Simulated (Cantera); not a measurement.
Equilibrium for hydrogen reduction and annealing atmospheres: NiS + H2 + N2

Input: 1 mol NiS, 0.46 mol H2, a varied amount of N2, equilibrated at 1200 K and 0.00490 bar.

Equilibrium computed with Cantera from the NASA thermochemical tables; the gas is ideal and each condensed phase is pure. Candidate condensed phases: Ni, NiS, NiS2, Ni3S2, Ni3S4, S; 17 gas species. Gases not in the tables: S3 to S7. Rates play no part.

| n(N2) (mol) | x N2 | x H2 | x H2S | x S2 | x SH | x S | n Ni3S2(l) |
|---|---|---|---|---|---|---|---|
| 1.2 | 0.680 | 0.189 | 0.0715 | 0.0586 | 0.000384 | 1.82e-6 | 0.333 |
| 2.3 | 0.801 | 0.122 | 0.0377 | 0.0390 | 0.000252 | 1.49e-6 | 0.333 |
| 4.2 | 0.878 | 0.0770 | 0.0191 | 0.0252 | 0.000161 | 1.20e-6 | 0.333 |
| 7.8 | 0.930 | 0.0459 | 0.00888 | 0.0154 | 9.70e-5 | 9.35e-7 | 0.333 |
| 14 | 0.959 | 0.0274 | 0.00412 | 0.00933 | 5.83e-5 | 7.28e-7 | 0.333 |
| 27 | 0.978 | 0.0150 | 0.00168 | 0.00518 | 3.21e-5 | 5.43e-7 | 0.333 |
| 49 | 0.988 | 0.00854 | 0.000728 | 0.00299 | 1.84e-5 | 4.12e-7 | 0.333 |
| 91 | 0.993 | 0.00472 | 0.000300 | 0.00166 | 1.02e-5 | 3.07e-7 | 0.333 |
x: gas mole fraction; n: condensed amount in mol.

From 1.2 mol N2 to 91 mol N2 the condensed part is Ni3S2(l).
